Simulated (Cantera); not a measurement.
A closed system holds: 1 mol SiO2, 1500 mol H2, equilibrated at 875 K and 4.58 Torr.

Method: chemical equilibrium by Gibbs-energy minimisation in Cantera with the NASA 1993 tables (ideal gas, pure condensed phases). Candidate condensed phases: H2O, Si, SiO2; 18 gas species. Equilibrium is a limit: real reactors are often held back by kinetics, nucleation or transport.

Base state: H2 1.00 (mole fractions); condensed: SiO2(β-quartz).

Question: What changes in the equilibrium state with this change: temperature from 875 K to 1850 K?

Answer: 
| species | before | after |
|---|---|---|
| H2 | 1.00 | 0.992 |
| H | <1e-9 | 0.00687 |
| SiO | <1e-9 | 0.000664 |
| H2O | <1e-9 | 0.000664 |
| SiO2(β-quartz), mol | 1.00 | 0 |
